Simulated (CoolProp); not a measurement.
Vapour-liquid equilibrium of isobutane (1) + acetone (2) at 274.5 K; x and y are mole fractions of (1).

The numbers come from the multi-fluid Helmholtz-energy mixture model, Bücker 2006 and Lemmon 2006; pair parameters Bell 2016 in CoolProp.

```csv
x,"bubble pressure, mixture model (kPa)","bubble pressure, Raoult's law (kPa)","y, mixture model","y, Raoult's law"
0.05,50.13,17.72,0.805,0.465
0.125,92.72,29.31,0.898,0.702
0.2,118.9,40.91,0.923,0.805
0.275,133.5,52.51,0.934,0.862
0.35,140.8,64.10,0.938,0.899
0.425,143.8,75.70,0.940,0.924
0.5,144.8,87.29,0.941,0.943
0.575,145.1,98.89,0.941,0.957
0.65,145.7,110.5,0.942,0.968
0.725,147.3,122.1,0.944,0.978
0.8,150.2,133.7,0.949,0.985
0.875,154.6,145.3,0.960,0.991
0.95,160.3,156.9,0.979,0.997
```

The largest gap from Raoult's law is +216.3 % in bubble pressure, at x = 0.125. No azeotrope shows between x = 0.05 and 0.95.

Pair parameters are fitted to limited data, so mixtures are less certain than the pure fluids. With so large a gap from Raoult's law the liquid may split in two, which this calculation doesn't test in full.
